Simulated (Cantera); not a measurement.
What does this Cantera script print?

```python
import numpy as np
import cantera as ct

gas = ct.Solution("gri30.yaml")
gas.TPX = 1723, 2700000, {'C3H8': 1, 'O2': 9.62, 'N2': 36.2}
reactor = ct.IdealGasReactor(gas, energy="on", clone=False)
net = ct.ReactorNet([reactor])
net.rtol, net.atol = 1e-08, 1e-16
show = ['C3H8', 'O2', 'CO', 'O', 'HO2']
times = np.geomspace(1e-06, 0.2, 15)

steps = ct.SolutionArray(gas, extra=["t"])
rows = []
print(f"{'t/s':>10s}{'T/K':>9s}{'P/Pa':>11s}" + "".join(f"{s:>11s}" for s in show))
for t in times:
    while net.time < t:
        t_next = net.step()
        steps.append(gas.state, t=t_next)
    rows.append([np.interp(t, steps.t, y) for y in (steps.T, steps.P, *steps(*show).X.T)])
    print(f"{t:10.3e}{rows[-1][0]:9.1f}{rows[-1][1]:11.4g}" + "".join(f"{x:11.3e}" for x in rows[-1][2:]))
rate = np.gradient(steps.T, steps.t)
print("integrator steps:", len(steps.t))
if steps.T.max() > steps.T[0] + 200:
    print(f"time of steepest temperature rise: {steps.t[rate.argmax()]:.4e} s")
gas.TPX = 1723, 2700000, {'C3H8': 1, 'O2': 9.62, 'N2': 36.2}
gas.equilibrate("UV")
print(f"equilibrium (UV): T = {gas.T:.1f} K  " + "  ".join(f"{s} {gas[s].X[0]:.3e}" for s in show))
```

Result:

```
       t/s      T/K       P/Pa       C3H8         O2         CO          O        HO2
 1.000e-06   1753.9  2.787e+06  9.933e-03  1.948e-01  2.634e-03  4.293e-05  6.047e-04
 2.391e-06   2810.7  4.579e+06  2.312e-34  9.940e-02  1.912e-02  5.669e-03  4.637e-05
 5.719e-06   2937.0  4.747e+06  2.630e-40  9.407e-02  6.929e-03  4.071e-03  4.686e-05
 1.368e-05   2931.9  4.738e+06  8.921e-44  9.277e-02  6.839e-03  3.970e-03  4.594e-05
 3.270e-05   2921.6   4.72e+06  7.389e-44  9.025e-02  6.695e-03  3.780e-03  4.415e-05
 7.820e-05   2906.4  4.693e+06  5.872e-44  8.652e-02  6.486e-03  3.511e-03  4.156e-05
 1.870e-04   2893.5  4.671e+06  4.827e-44  8.343e-02  6.315e-03  3.296e-03  3.947e-05
 4.472e-04   2890.0  4.665e+06  4.571e-44  8.258e-02  6.269e-03  3.239e-03  3.891e-05
 1.069e-03   2889.9  4.665e+06  4.564e-44  8.255e-02  6.267e-03  3.237e-03  3.889e-05
 2.557e-03   2889.9  4.665e+06  4.564e-44  8.255e-02  6.267e-03  3.237e-03  3.889e-05
 6.116e-03   2889.9  4.665e+06  4.564e-44  8.255e-02  6.267e-03  3.237e-03  3.889e-05
 1.462e-02   2889.9  4.665e+06  4.564e-44  8.255e-02  6.267e-03  3.237e-03  3.889e-05
 3.497e-02   2889.9  4.665e+06  4.564e-44  8.255e-02  6.267e-03  3.237e-03  3.889e-05
 8.363e-02   2889.9  4.665e+06  4.564e-44  8.255e-02  6.267e-03  3.237e-03  3.889e-05
 2.000e-01   2889.9  4.665e+06  4.564e-44  8.255e-02  6.267e-03  3.237e-03  3.889e-05
integrator steps: 1693
time of steepest temperature rise: 1.6918e-06 s
equilibrium (UV): T = 2889.9 K  C3H8 8.576e-44  O2 8.255e-02  CO 6.267e-03  O 3.237e-03  HO2 3.889e-05
```

Computed with Cantera and GRI-Mech 3.0 (53 species, 325 reactions). GRI-Mech 3.0 was tuned for natural gas; its chemistry of propane as a main component is partial and can be far from experiment. The pressure lies above the range GRI-Mech 3.0 was tuned for (to about 10 atm).
